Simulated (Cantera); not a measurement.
An isothermal, constant-pressure homogeneous reactor starts with C2H6 : N2 = 1 : 17 (molar parts), at 1575 K and 20.0 Torr.

Cantera simulation using GRI-Mech 3.0 (53 species, 325 reactions); the numbers are that mechanism's predictions, not measurements. GRI-Mech 3.0 stops at C3 and has no aromatics, soot or wall deposition, so with more carbon than oxygen in the feed, carbon stays in small species such as C2H2 where larger ones or solid carbon would form. Radical loss at walls, strong at low pressure, is not modelled.

x: mole fraction; the columns are a selection and need not sum to one.

| t (s) | x C2H6 | x C2H2 | x H2 | x CH4 | x HCN |
|---|---|---|---|---|---|
| 2.00e-6 | 0.0555 | <1e-12 | 4.24e-9 | 5.15e-8 | <1e-12 |
| 9.28e-6 | 0.0554 | 1.48e-12 | 1.06e-7 | 1.11e-6 | <1e-12 |
| 4.31e-5 | 0.0549 | 7.35e-10 | 8.95e-6 | 2.34e-5 | <1e-12 |
| 0.000200 | 0.0512 | 2.81e-6 | 0.00104 | 0.000457 | [?] |
| 0.000928 | 0.0235 | 0.00189 | 0.0201 | 0.00666 | [?] |
| 0.00431 | 0.000429 | 0.0244 | 0.0579 | 0.0168 | 2.42e-6 |
| 0.0200 | 1.79e-5 | 0.0382 | 0.0730 | 0.0160 | 2.62e-6 |
| 0.0928 | 4.35e-6 | 0.0427 | 0.0782 | 0.0151 | 2.65e-6 |
| 0.431 | 2.66e-6 | 0.0439 | 0.0812 | 0.0133 | 2.69e-6 |
| 2.00 | 1.18e-6 | 0.0462 | 0.0883 | 0.00825 | 2.88e-6 |
| 9.28 | 1.32e-7 | 0.0489 | 0.0966 | 0.00238 | [?] |
| 43.1 | 5.29e-9 | 0.0498 | 0.0993 | 0.000438 | [?] |
| 200 | 4.03e-10 | 0.0499 | 0.0998 | 0.000106 | [?] |

Complete the blanks.


- 0.000200, x HCN: 1.62e-8
- 0.000928, x HCN: 8.04e-7
- 9.28, x HCN: 3.46e-6
- 43.1, x HCN: 4.39e-6
- 200, x HCN: 5.44e-6
